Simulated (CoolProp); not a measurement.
A single-stage vapour-compression cycle with R123: evaporating at 271.15 K (dew point), condensing at 297.15 K (bubble point), superheat 10 K, subcooling 8 K, compressor efficiency 0.6, no pressure losses. Each further row changes one setting.

The numbers come from the reference Helmholtz-energy equation of state, Younglove 1994 in CoolProp. It is a modified Benedict-Webb-Rubin equation, recast in Helmholtz form.

| case | cooling COP | pressure ratio | discharge temperature (K) | refrigerating effect (kJ/kg) | volumetric capacity (kJ/m³) |
|---|---|---|---|---|---|
| as stated | 6.05 | 2.96 | 324.2 | 171 | 338 |
| evaporating temperature 276.15 K | ___ | ___ | ___ | ___ | 426 |
| condensing temperature 292.15 K | 7.60 | 2.44 | ___ | 176 | 348 |
| subcooling 13 K | ___ | 2.96 | 324.2 | 176 | 348 |
| superheat 20 K | 6.05 | 2.96 | ___ | 177 | 338 |
| compressor efficiency 0.5 | ___ | 2.96 | 332.1 | 171 | 338 |

Complete the blanks.


- evaporating temperature 276.15 K, cooling COP: 7.74
- evaporating temperature 276.15 K, pressure ratio: 2.36
- evaporating temperature 276.15 K, discharge temperature (K): 320.4
- evaporating temperature 276.15 K, refrigerating effect (kJ/kg): 174
- condensing temperature 292.15 K, discharge temperature (K): 316.6
- subcooling 13 K, cooling COP: 6.22
- superheat 20 K, discharge temperature (K): 334.9
- compressor efficiency 0.5, cooling COP: 5.04
